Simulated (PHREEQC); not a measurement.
## Ultrapure water in contact with air or piping

A made-up water analysis in mg/L, 20 °C, pH 5.78, pe 12.1:

```
constituent             mg/L
------------------  --------
Na                    0.0208
K                    0.00415
Ca                    0.0332
Mg                  9.21e-05
Cl                   0.00722
S(6) as SO4           0.0232
Alkalinity as HCO3     0.115
F                   8.65e-06
Cd                   0.00355
Sr                  0.000359
```

Valence states are taken as typed.

Equilibrium calculation in PHREEQC: ion-association model, wateq4f.dat.

```
Quantity                        Value
--------------------  ---------------
ionic strength        5.43e-6 mol/kgw
charge-balance error            2.0 %
```

| species | molality | activity | log γ |
|---|---|---|---|
| CO2 | 1.41e-5 | 1.41e-5 | 0.000 |
| HCO3- | 3.54e-6 | 3.54e-6 | -0.001 |
| H+ | 1.66e-6 | 1.66e-6 | -0.001 |
| Na+ | 9.05e-7 | 9.02e-7 | -0.001 |
| Ca+2 | 8.28e-7 | 8.19e-7 | -0.005 |
| SO4-2 | 2.41e-7 | 2.39e-7 | -0.005 |
| Cl- | 2.04e-7 | 2.03e-7 | -0.001 |
| K+ | 1.06e-7 | 1.06e-7 | -0.001 |
| Cd+2 | 3.16e-8 | 3.12e-8 | -0.005 |
| OH- | 4.10e-9 | 4.09e-9 | -0.001 |
| Sr+2 | 4.10e-9 | 4.05e-9 | -0.005 |
| Mg+2 | 3.79e-9 | 3.75e-9 | -0.005 |

Precipitation was switched off in this run.
